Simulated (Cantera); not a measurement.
Feed: 1 mol Si, 0.13 mol CO₂, 2.9 mol H₂, held at 14.0 mbar.

Equilibrium computed with Cantera from the NASA thermochemical tables; the gas is ideal and each condensed phase is pure. Candidate condensed phases: C, C₆H₆, C₇H₈, C₈H₁₈, H₂O, Si, SiC, SiO₂; 123 gas species. Mutual solubility and eutectic melting of coexisting phases are not modelled. The tables hold silica as quartz up to 1696 K and as liquid above; real silica turns to tridymite and cristobalite and melts near 1996 K. Gases not in the tables: Si₂H₆ and higher silanes. Equilibrium is a limit: real reactors are often held back by kinetics, nucleation or transport.

Problem. What share of the Si ends up in condensed phases as a function of T (°C), at 877, 927, 977, 1027, 1077, 1127, 1177, 1227, 1277, 1327, 1377, 1427?

Solution. 
```tsv
T (°C)	Si condensed (%)	as
877	100.0	Si(s) + SiC(s) + SiO₂(β-quartz)
927	100.0	Si(s) + SiC(s) + SiO₂(β-quartz)
977	100.0	Si(s) + SiC(s) + SiO₂(β-quartz)
1027	99.8	Si(s) + SiC(s) + SiO₂(β-quartz)
1077	99.5	Si(s) + SiC(s) + SiO₂(β-quartz)
1127	98.5	Si(s) + SiC(s) + SiO₂(β-quartz)
1177	95.8	Si(s) + SiC(s) + SiO₂(β-quartz)
1227	88.8	Si(s) + SiC(s) + SiO₂(β-quartz)
1277	74.8	Si(s) + SiC(s)
1327	75.0	Si(s) + SiC(s)
1377	75.1	Si(s) + SiC(s)
1427	75.3	Si(l) + SiC(s)
```
